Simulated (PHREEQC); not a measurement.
Make-up at 25 °C: 0.011 mol HCl, 6e-05 mol FeSO4 and 0.0021 mol MnSO4 per kg of water. Closed to the air; pH follows from the charge balance.

Equilibrium calculation in PHREEQC: ion-association model, phreeqc.dat.

Each row changes one thing in this solution. This is a speciation only: nothing precipitates in the calculation.

| case | pH | ionic strength (mol/kgw) | SO4-2 (mol/kgw) | HSO4- (mol/kgw) | MnSO4 (mol/kgw) |
|---|---|---|---|---|---|
| as made | 2.04 | 0.0174 | 0.00124 | 0.000758 | 0.000153 |
| HCl left out | 6.66 | 0.00743 | 0.00186 | 3.06e-8 | 0.000295 |
| temperature from 25 to 65 °C | 2.06 | 0.0164 | 0.000781 | 0.00120 | 0.000177 |
| HCl from 0.011 to 0.0022 mol/kgw | 2.74 | 0.00934 | 0.00168 | 0.000221 | 0.000252 |
| FeSO4 replaced by H2SO4 at the same molality | 2.03 | 0.0173 | 0.00124 | 0.000765 | 0.000153 |

Species that the database lacks are ignored. At this temperature some constants are extrapolated from 25 °C, and those without enthalpy data are left unchanged.
